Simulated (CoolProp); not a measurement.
Properties of n-perfluorohexane along the isobar 2.44 MPa (Tc = 448.0 K, pc = 1.742 MPa, ω = 0.497).

The numbers come from the reference Helmholtz-energy equation of state, Gao 2022 in CoolProp.

| T (K) | phase | cp (kJ/(kg K)) | cv (kJ/(kg K)) | expansivity (1/kK) |
|---|---|---|---|---|
| 371.4 | liquid | 1.155 | 0.9456 | 2.481 |
| 382.6 | liquid | 1.174 | 0.9588 | 2.746 |
| 393.9 | liquid | 1.196 | 0.9721 | 3.099 |
| 405.1 | liquid | 1.221 | 0.9854 | 3.580 |
| 416.3 | liquid | 1.252 | 0.9990 | 4.276 |
| 427.5 | liquid | 1.293 | 1.013 | 5.372 |
| 438.8 | liquid | 1.358 | 1.029 | 7.378 |
| 450 | supercritical | 1.491 | 1.046 | 12.06 |
